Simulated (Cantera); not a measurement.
Cantera run:

```python
import numpy as np
import cantera as ct

gas_names = """
    F FO FO2 F2 F2O H HF HOF HO2 H2 H2F2 H2O H2O2 H3F3 H4F4 H5F5 H6F6 H7F7 O OH O2 O3
""".split()
cond_names = """
    H2O(s) H2O(L)
""".split()


# ... load() reads the species with a 1 bar reference pressure and builds the phases ...
atoms = {
    'HF': {'H': 1, 'F': 1},
    'O2': {'O': 2},
}
top_T = {}  # K; cautious upper limits of use, not melting points


# ... equilibrate(T, P, feed) seeds the gas with the atoms and calls Mixture.equilibrate('TP', solver="vcs", rtol=1e-11, max_steps=5000) ...
results = []
feed = {'HF': 1, 'O2': 4.3}  # mol
P = 133.322  # Pa
for T in [725, 875, 1025, 1175, 1325, 1475, 1625, 1775, 1925, 2075]:
    mix = equilibrate(T, P, feed)
    results.append((T, P, feed, dict(zip(mix.species_names, mix.species_moles))))
    x = sorted(zip(gas.X, gas.species_names), reverse=True)
    print(f"T = {T:g} K  P = {P:g} Pa  gas = {mix.phase_moles(0):.4g} mol")
    print("   x: " + "  ".join(f"{s} {v:.3e}" for v, s in x if v > 1e-05))
    print("   condensed (mol): " + ("  ".join(f"{mix.phase(i).name} {mix.phase_moles(i):.4g}"
          for i in range(1, mix.n_phases) if mix.phase_moles(i) > 1e-12) or "none"))
```

It prints:

```
T = 725 K  P = 133.322 Pa  gas = 5.3 mol
   x: O2 8.113e-01  HF 1.887e-01
   condensed (mol): none
T = 875 K  P = 133.322 Pa  gas = 5.3 mol
   x: O2 8.113e-01  HF 1.887e-01
   condensed (mol): none
T = 1025 K  P = 133.322 Pa  gas = 5.3 mol
   x: O2 8.113e-01  HF 1.887e-01
   condensed (mol): none
T = 1175 K  P = 133.322 Pa  gas = 5.3 mol
   x: O2 8.113e-01  HF 1.887e-01
   condensed (mol): none
T = 1325 K  P = 133.322 Pa  gas = 5.3 mol
   x: O2 8.113e-01  HF 1.887e-01  F 1.175e-05
   condensed (mol): none
T = 1475 K  P = 133.322 Pa  gas = 5.3 mol
   x: O2 8.112e-01  HF 1.886e-01  O 7.081e-05  F 5.097e-05  H2O 2.206e-05
   condensed (mol): none
T = 1625 K  P = 133.322 Pa  gas = 5.302 mol
   x: O2 8.108e-01  HF 1.885e-01  O 4.800e-04  F 1.724e-04  H2O 6.594e-05  OH 4.024e-05
   condensed (mol): none
T = 1775 K  P = 133.322 Pa  gas = 5.307 mol
   x: O2 8.089e-01  HF 1.879e-01  O 2.358e-03  F 4.870e-04  OH 1.713e-04  H2O 1.559e-04
   condensed (mol): none
T = 1925 K  P = 133.322 Pa  gas = 5.327 mol
   x: O2 8.023e-01  HF 1.865e-01  O 9.026e-03  F 1.202e-03  OH 5.625e-04  H2O 3.025e-04  H 3.186e-05
   condensed (mol): none
T = 2075 K  P = 133.322 Pa  gas = 5.382 mol
   x: O2 7.838e-01  HF 1.831e-01  O 2.826e-02  F 2.680e-03  OH 1.484e-03  H2O 4.900e-04  H 2.005e-04
   condensed (mol): none
```

Equilibrium computed with Cantera from the NASA thermochemical tables; the gas is ideal and each condensed phase is pure.
